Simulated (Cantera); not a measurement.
Standard-state values (1 bar) from the NASA 1993 polynomials, evaluated with Cantera. Values are per mole of reaction as written; species without (g) are pure solids or liquids, kept so even where they would boil at 1 bar.

Problem. Between 300 and 1250 K, where is each reaction favourable under standard conditions?
- 2 N(g) + 3 Ba + 6 HBr(g) ⇌ 2 NH3(g) + 3 BaBr2

Solution. 
- 2 N(g) + 3 Ba + 6 HBr(g) ⇌ 2 NH3(g) + 3 BaBr2: ΔG° is -2835 kJ at 300 K and -2041 kJ at 1250 K; it stays negative (K > 1). ΔH° is -2991 kJ and ΔS° -760 J/K at 1250 K.
